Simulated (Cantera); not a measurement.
Input: 1 mol Si₂H₆, 1.6 mol O₃, equilibrated at 100000 Pa.

Cantera equilibrium calculation (NASA polynomials, part measured and part estimated; ideal gas, pure solids and liquids). Candidate condensed phases: H₂O, Si, SiO₂; 18 gas species. The feed counts by its element totals alone. The tables hold silica as quartz up to 1696 K and as liquid above; real silica turns to tridymite and cristobalite and melts near 1996 K. Gases not in the tables: Si(OH)₄. Kinetics and transport are ignored. All values below are at 1275 K.

Base state: H₂ 0.733, H₂O 0.267 (mole fractions); condensed: SiO₂(β-quartz).

Q: What changes in the equilibrium state with this change: O₃ from 1.6 to 0.41 mol?

A: 
| species | before | after |
|---|---|---|
| H₂ | 0.733 | 1.000 |
| H₂O | 0.267 | 1.92e-7 |
| SiO₂(β-quartz), mol | 2.00 | 0.615 |
| Si(s), mol | 0 | 1.38 |
Mutual solubility and eutectic melting of coexisting phases are not modelled.

Q: What changes in the equilibrium state with this change: Si₂H₆ replaced by SiCl₄?

A: 
| species | before | after |
|---|---|---|
| Cl₂ | 0 | 0.582 |
| O₂ | <1e-9 | 0.410 |
| Cl | 0 | 0.00754 |
| H₂ | 0.733 | 0 |
| H₂O | 0.267 | 0 |
| ClO | 0 | 0.000166 |
| SiO₂(β-quartz), mol | 2.00 | 1.00 |
